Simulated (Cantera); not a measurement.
An isothermal, constant-pressure homogeneous reactor starts with C3H8 : H2 = 1 : 91 (molar parts), at 1000 K and 12.0 Pa. Integrator tolerance rtol = 1e-08.

Cantera simulation using GRI-Mech 3.0 (53 species, 325 reactions); the numbers are that mechanism's predictions, not measurements. GRI-Mech 3.0 was tuned for natural gas; its chemistry of propane as a main component is partial and can be far from experiment. GRI-Mech 3.0 stops at C3 and has no aromatics, soot or wall deposition, so with more carbon than oxygen in the feed, carbon stays in small species such as C2H2 where larger ones or solid carbon would form. Radical loss at walls, strong at low pressure, is not modelled.

**Question.** What does this change do: temperature 1000 to 1773 K?

**Answer.** 
| quantity | before | after |
|---|---|---|
| x(C3H8) at 1.00 s | 0.0108 (gas-phase equilibrium 1.31e-12) | 1.79e-11 (gas-phase equilibrium <1e-12) |
| x(H2) at 1.00 s | 0.989 (gas-phase equilibrium 0.973) | 0.971 (gas-phase equilibrium 0.959) |
| x(H) at 1.00 s | 2.12e-6 (gas-phase equilibrium 2.06e-7) | 0.00598 (gas-phase equilibrium 0.0256) |
| x(C2H4) at 1.00 s | 3.09e-5 (gas-phase equilibrium 0.000285) | 6.07e-5 (gas-phase equilibrium 5.03e-8) |
| x(CH2) at 1.00 s | 2.58e-12 (gas-phase equilibrium <1e-12) | 7.52e-6 (gas-phase equilibrium 1.58e-8) |
| x(C2H) at 1.00 s | <1e-12 (gas-phase equilibrium <1e-12) | 4.24e-7 (gas-phase equilibrium 3.24e-6) |
| x(C2H2) at 1.00 s | 1.34e-10 (gas-phase equilibrium 0.00477) | 0.00885 (gas-phase equilibrium 0.0156) |
